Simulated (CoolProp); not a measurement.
Vapour-liquid equilibrium of carbon dioxide (1) + dimethyl ether (2) at 8.75 °C; x and y are mole fractions of (1).

The numbers come from the multi-fluid Helmholtz-energy mixture model, Span 1996 and Wu 2011; pair parameters Bell 2016 in CoolProp.

```csv
x,"bubble pressure, mixture model (kPa)","bubble pressure, Raoult's law (kPa)","y, mixture model","y, Raoult's law"
0.05,479.7,558.8,0.270,0.391
0.125,675.7,859.2,0.504,0.635
0.2,888.9,1160,0.642,0.753
0.275,1120,1460,0.732,0.822
0.35,1369,1761,0.795,0.868
0.425,1637,2061,0.842,0.900
0.5,1923,2361,0.877,0.924
0.575,2228,2662,0.905,0.943
0.65,2552,2962,0.927,0.958
0.725,2893,3263,0.946,0.970
0.8,3255,3563,0.962,0.980
0.875,3640,3864,0.977,0.988
0.95,4057,4164,0.990,0.996
```

The largest gap from Raoult's law is -23.4 % in bubble pressure, at x = 0.2. No azeotrope shows between x = 0.05 and 0.95.

Pair parameters are fitted to limited data, so mixtures are less certain than the pure fluids.
